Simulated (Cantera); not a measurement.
# Hydrocarbon pyrolysis for carbon deposition

A perfectly stirred reactor is fed with C₂H₆ : H₂ = 0.74 : 5.1 (molar parts), at 1200 Pa; it is held at 1925 K, and followed from long to short residence time.

Computed with Cantera and GRI-Mech 3.0 (53 species, 325 reactions). GRI-Mech 3.0 stops at C3 and has no aromatics, soot or wall deposition, so with more carbon than oxygen in the feed, carbon stays in small species such as C2H2 where larger ones or solid carbon would form. Radical loss at walls, strong at low pressure, is not modelled.

```json
[
 {"τ (s)": "1.4", "x C₂H₆": "3.84e-6", "x H₂": "0.888", "x H": "0.00652", "x C₂H₄": "3.83e-5", "x CH₃": "0.000974", "x CH₂": "7.36e-6", "x C₂H₂": "0.0976"},
 {"τ (s)": "0.52", "x C₂H₆": "1.08e-5", "x H₂": "0.885", "x H": "0.00619", "x C₂H₄": "8.51e-5", "x CH₃": "0.00162", "x CH₂": "1.06e-5", "x C₂H₂": "0.0953"},
 {"τ (s)": "0.19", "x C₂H₆": "3.00e-5", "x H₂": "0.880", "x H": "0.00608", "x C₂H₄": "0.000207", "x CH₃": "0.00270", "x CH₂": "1.51e-5", "x C₂H₂": "0.0915"},
 {"τ (s)": "0.069", "x C₂H₆": "8.20e-5", "x H₂": "0.872", "x H": "0.00623", "x C₂H₄": "0.000501", "x CH₃": "0.00445", "x CH₂": "2.15e-5", "x C₂H₂": "0.0858"},
 {"τ (s)": "0.025", "x C₂H₆": "0.000219", "x H₂": "0.860", "x H": "0.00661", "x C₂H₄": "0.00115", "x CH₃": "0.00720", "x CH₂": "3.01e-5", "x C₂H₂": "0.0776"},
 {"τ (s)": "0.0091", "x C₂H₆": "0.000569", "x H₂": "0.846", "x H": "0.00720", "x C₂H₄": "0.00246", "x CH₃": "0.0113", "x CH₂": "4.15e-5", "x C₂H₂": "0.0668"},
 {"τ (s)": "0.0033", "x C₂H₆": "0.00146", "x H₂": "0.830", "x H": "0.00794", "x C₂H₄": "0.00483", "x CH₃": "0.0170", "x CH₂": "5.58e-5", "x C₂H₂": "0.0534"},
 {"τ (s)": "0.0012", "x C₂H₆": "0.00370", "x H₂": "0.815", "x H": "0.00869", "x C₂H₄": "0.00858", "x CH₃": "0.0244", "x CH₂": "7.26e-5", "x C₂H₂": "0.0383"},
 {"τ (s)": "0.00044", "x C₂H₆": "0.00932", "x H₂": "0.806", "x H": "0.00907", "x C₂H₄": "0.0134", "x CH₃": "0.0326", "x CH₂": "8.94e-5", "x C₂H₂": "0.0231"}
]
```
x: mole fraction; the columns are a selection and need not sum to one.
